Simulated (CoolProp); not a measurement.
A closed Brayton cycle with carbon dioxide: compressor inlet 330.15 K and 8.2 MPa, high pressure 19.9 MPa, turbine inlet 630 K, compressor efficiency 0.85, turbine efficiency 0.93, recuperator effectiveness 0.8 (on enthalpy, no pinch check). Each further row changes one setting.

Model: reference Helmholtz-energy equation of state, Span 1996, in CoolProp.

```json
[
 {"case": "as stated", "thermal efficiency (%)": "___", "net work (kJ/kg)": "39.9", "compressor to turbine work": "0.54", "compressor exit (K)": "407.4", "turbine exit (K)": "535.9"},
 {"case": "turbine inlet 580 K", "thermal efficiency (%)": "18.8", "net work (kJ/kg)": "___", "compressor to turbine work": "0.61", "compressor exit (K)": "407.4", "turbine exit (K)": "___"},
 {"case": "compressor inlet 340.15 K", "thermal efficiency (%)": "20.2", "net work (kJ/kg)": "34.8", "compressor to turbine work": "___", "compressor exit (K)": "421.7", "turbine exit (K)": "535.9"},
 {"case": "high pressure 16.9 MPa", "thermal efficiency (%)": "21.1", "net work (kJ/kg)": "___", "compressor to turbine work": "___", "compressor exit (K)": "___", "turbine exit (K)": "553.0"},
 {"case": "recuperator effectiveness 0.5", "thermal efficiency (%)": "___", "net work (kJ/kg)": "39.9", "compressor to turbine work": "0.54", "compressor exit (K)": "407.4", "turbine exit (K)": "535.9"}
]
```

Q: Complete the blanks.

A: 
- as stated, thermal efficiency (%): 21.9
- turbine inlet 580 K, net work (kJ/kg): 30.6
- turbine inlet 580 K, turbine exit (K): 489.7
- compressor inlet 340.15 K, compressor to turbine work: 0.60
- high pressure 16.9 MPa, net work (kJ/kg): 35.2
- high pressure 16.9 MPa, compressor to turbine work: 0.52
- high pressure 16.9 MPa, compressor exit (K): 392.8
- recuperator effectiveness 0.5, thermal efficiency (%): 17.6
